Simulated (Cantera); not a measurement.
# Fluorocarbon and chlorocarbon gases: CCl4 + F2 + H2

Feed: 1 mol CCl4, a varied amount of F2, 2.4 mol H2, at 3225 °C and 10.0 Torr.

Cantera equilibrium calculation (NASA polynomials, part measured and part estimated; ideal gas, pure solids and liquids). Candidate condensed phases: C, C6H6, C7H8, C8H18; 118 gas species. The tables' values for CCl are old estimates; treat these amounts as uncertain. Equilibrium is a limit: real reactors are often held back by kinetics, nucleation or transport.

From 0.083 mol F2 to 0.83 mol F2 nothing is condensed. The main C-bearing gas is C3 at 0.083 mol F2 and C at 0.83 mol F2.

```tsv
n(F2) (mol)	log p H	log p Cl	log p HF	log p F	log p C	log p C3	log p HCl
0.083	-2.20	-2.25	-3.87	-4.01	-3.25	-3.70	-3.81
0.12	-2.20	-2.25	-3.72	-3.85	-3.25	-3.70	-3.82
0.16	-2.21	-2.26	-3.59	-3.72	-3.26	-3.71	-3.83
0.22	-2.22	-2.26	-3.46	-3.58	-3.26	-3.71	-3.84
0.31	-2.23	-2.26	-3.32	-3.43	-3.26	-3.72	-3.85
0.43	-2.25	-2.27	-3.19	-3.28	-3.26	-3.73	-3.88
0.59	-2.27	-2.28	-3.08	-3.14	-3.27	-3.75	-3.91
0.83	-2.30	-2.29	-2.96	-2.99	-3.28	-3.77	-3.95
```
log p: log10 of the partial pressure in bar; nothing condenses.
